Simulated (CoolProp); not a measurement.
Model: reference Helmholtz-energy equation of state, Akasaka 2019, in CoolProp.

**Question.** For R1234ze(Z), give the phase and the density (kg/m³), Joule-Thomson coefficient (K/MPa), isothermal compressibility (1/MPa), fugacity coefficient at 388.2 K and 16.2 bar.

**Answer.** 
- 388.2 K and 16.2 bar: gas; density 81.1, Joule-Thomson coefficient 20.4, isothermal compressibility 0.970, fugacity coefficient 0.771
